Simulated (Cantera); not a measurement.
An isothermal, constant-pressure homogeneous reactor starts with CH4 : H2 = 1 : 2 (molar parts), at 1473 K and 12.0 Torr. Integrator tolerance rtol = 1e-08.

Cantera simulation using GRI-Mech 3.0 (53 species, 325 reactions); the numbers are that mechanism's predictions, not measurements. GRI-Mech 3.0 stops at C3 and has no aromatics, soot or wall deposition, so with more carbon than oxygen in the feed, carbon stays in small species such as C2H2 where larger ones or solid carbon would form. Radical loss at walls, strong at low pressure, is not modelled.

What does this change do: pressure from 12.0 Torr to 1.01 bar?


| quantity | before | after |
|---|---|---|
| x(CH4) at 30.0 s | 0.100 (gas-phase equilibrium 0.00519) | 0.171 (gas-phase equilibrium 0.171) |
| x(H2) at 30.0 s | 0.812 (gas-phase equilibrium 0.872) | 0.766 (gas-phase equilibrium 0.766) |
| x(CH3) at 30.0 s | 0.000144 (gas-phase equilibrium 1.13e-5) | 4.98e-5 (gas-phase equilibrium 4.98e-5) |
| x(C2H4) at 30.0 s | 0.000631 (gas-phase equilibrium 0.000634) | 0.0140 (gas-phase equilibrium 0.0140) |
| x(H) at 30.0 s | 5.77e-5 (gas-phase equilibrium 9.40e-5) | 1.11e-5 (gas-phase equilibrium 1.11e-5) |
| x(C2H) at 30.0 s | 9.78e-9 (gas-phase equilibrium 2.10e-8) | 1.12e-9 (gas-phase equilibrium 1.12e-9) |
| x(C2H2) at 30.0 s | 0.0867 (gas-phase equilibrium 0.122) | 0.0486 (gas-phase equilibrium 0.0486) |

What does this change do: temperature 1473 to 1375 K?


```
quantity                                              before                                     after
-----------------  -----------------------------------------  ----------------------------------------
x(CH4) at 30.0 s       0.100 (gas-phase equilibrium 0.00519)      0.297 (gas-phase equilibrium 0.0163)
x(H2) at 30.0 s          0.812 (gas-phase equilibrium 0.872)       0.689 (gas-phase equilibrium 0.865)
x(CH3) at 30.0 s    0.000144 (gas-phase equilibrium 1.13e-5)   8.07e-5 (gas-phase equilibrium 9.50e-6)
x(C2H4) at 30.0 s  0.000631 (gas-phase equilibrium 0.000634)  0.000742 (gas-phase equilibrium 0.00179)
x(H) at 30.0 s       5.77e-5 (gas-phase equilibrium 9.40e-5)   9.41e-6 (gas-phase equilibrium 2.54e-5)
x(C2H) at 30.0 s     9.78e-9 (gas-phase equilibrium 2.10e-8)  1.43e-10 (gas-phase equilibrium 2.78e-9)
x(C2H2) at 30.0 s       0.0867 (gas-phase equilibrium 0.122)      0.0130 (gas-phase equilibrium 0.117)
```
